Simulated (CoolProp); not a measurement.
A Linde-Hampson liquefier for normal hydrogen: isothermal reversible compression at 290 K from 1 atm to 20 MPa, throttling to 1 atm, return gas leaving the recuperator 2 K below the feed. Each further row changes one setting.

The numbers come from the reference Helmholtz-energy equation of state, Leachman 2009 in CoolProp.

```
case                        compression work (kJ/kg of gas)
--------------------------  -------------------------------
as stated                                              6470
high pressure 40 MPa                                   7450
warm-end temperature 320 K                             7130
warm-end gap 7 K                                       6470
```
